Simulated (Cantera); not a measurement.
## Stirred combustor or abatement burner

A perfectly stirred reactor is fed with H2 : O2 : N2 = 1 : 0.357 : 1.34 (molar parts), equivalence ratio 1.4, at 548 Torr; it is adiabatic with a 450 K inlet, and is followed from long to short residence time, starting on the burning branch (τ in s: 0.31, 0.081, 0.022, 0.0057, 0.0015, 0.0004, 0.00011, 2.8e-05, 7.3e-06).

Model: the H2/O2 subset of GRI-Mech 3.0, which has no nitrogen chemistry, integrated in Cantera.

| τ (s) | T (K) | x H2 | x O2 | x H | x O | x HO2 | x H2O | x H2O2 |
|---|---|---|---|---|---|---|---|---|
| 0.31 | 2378 | 0.120 | 0.000113 | 0.00645 | 0.000104 | 6.11e-8 | 0.300 | 1.53e-8 |
| 0.081 | 2368 | 0.120 | 0.000166 | 0.00761 | 0.000143 | 8.94e-8 | 0.300 | 2.00e-8 |
| 0.022 | 2338 | 0.119 | 0.000335 | 0.0107 | 0.000277 | 1.82e-7 | 0.297 | 3.29e-8 |
| 0.0057 | 2271 | 0.117 | 0.000856 | 0.0178 | 0.000714 | 4.49e-7 | 0.292 | 6.25e-8 |
| 0.0015 | 2146 | 0.115 | 0.00217 | 0.0306 | 0.00183 | 1.06e-6 | 0.282 | 1.27e-7 |
| 0.00040 | 1955 | 0.111 | 0.00480 | 0.0504 | 0.00387 | 2.41e-6 | 0.268 | 3.06e-7 |
| 0.00011 | 1713 | 0.107 | 0.00931 | 0.0755 | 0.00620 | 5.49e-6 | 0.252 | 8.74e-7 |
| 2.8e-5 | 1416 | 0.124 | 0.0235 | 0.0918 | 0.00718 | 1.83e-5 | 0.221 | 2.09e-6 |
| 7.3e-6 | 450 | 0.371 | 0.132 | <1e-12 | <1e-12 | <1e-12 | <1e-12 | <1e-12 |
x: mole fraction; the columns are a selection and need not sum to one.
